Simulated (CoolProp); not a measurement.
A closed Brayton cycle with carbon dioxide: compressor inlet 327.15 K and 9 MPa, high pressure 23.2 MPa, turbine inlet 965 K, compressor efficiency 0.8, turbine efficiency 0.9, recuperator effectiveness 0.95 (on enthalpy, no pinch check). Each further row changes one setting.

Values from CoolProp's reference Helmholtz-energy equation of state, Span 1996.

| case | thermal efficiency (%) | net work (kJ/kg) | compressor to turbine work | compressor exit (K) | turbine exit (K) |
|---|---|---|---|---|---|
| as stated | 39.3 | 98.7 | 0.33 | 404.6 | 839.5 |
| turbine inlet 915 K | 37.6 | 90.4 | 0.35 | 404.6 | 793.8 |
| compressor inlet 337.15 K | 38.2 | (withheld) | (withheld) | (withheld) | 839.5 |
| high pressure 19.7 MPa | 38.2 | (withheld) | 0.32 | 390.8 | 860.5 |
| recuperator effectiveness 0.5 | 20.5 | 98.7 | 0.33 | 404.6 | 839.5 |

Q: Complete the blanks.

A: 
- compressor inlet 337.15 K, net work (kJ/kg): 91.6
- compressor inlet 337.15 K, compressor to turbine work: 0.38
- compressor inlet 337.15 K, compressor exit (K): 422.2
- high pressure 19.7 MPa, net work (kJ/kg): 84.6
